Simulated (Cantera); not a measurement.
## Ignition delay

Mixture: 20.0 % CH4, 21.0 % O2, 59.0 % N2, at 0.510 bar, adiabatic and at constant volume. Ignition delay is the time to a rise of 400 K.

Cantera simulation using GRI-Mech 3.0 (53 species, 325 reactions); the numbers are that mechanism's predictions, not measurements.

```json
[
 {"T0 (K)": "1175", "delay (ms)": "123"},
 {"T0 (K)": "1225", "delay (ms)": "58.6"},
 {"T0 (K)": "1275", "delay (ms)": "29.0"},
 {"T0 (K)": "1325", "delay (ms)": "14.8"},
 {"T0 (K)": "1375", "delay (ms)": "7.88"},
 {"T0 (K)": "1425", "delay (ms)": "4.35"},
 {"T0 (K)": "1475", "delay (ms)": "2.49"}
]
```

```json
{
  "apparent activation energy between 1375 and 1475 K": "190 kJ/mol"
}
```
